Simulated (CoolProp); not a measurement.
cis-2-butene at several states: Z from the reference equation and from simpler models built on Tc = 162.6 °C, pc = 4236 kPa, ω = 0.202; each cubic takes its own stable root.

Values from CoolProp's reference Helmholtz-energy equation of state, Lemmon 2005. It is a short technical equation, of lower accuracy than the large ones.

```csv
T (°C),p (kPa),phase,reference,van der Waals,Redlich-Kwong,Soave-Redlich-Kwong
179.25,5810,supercritical,0.2901,0.3570,0.3299,0.3494
-63.95,19.7,liquid,0.0008919,0.9926,0.0009832,0.0009712
85.95,161,gas,0.9745,0.9819,0.9772,0.9760
193.75,2780,gas,0.7920,0.8057,0.7926,0.8004
```

At some of these states van der Waals gives the other phase, because its saturation line lies elsewhere.
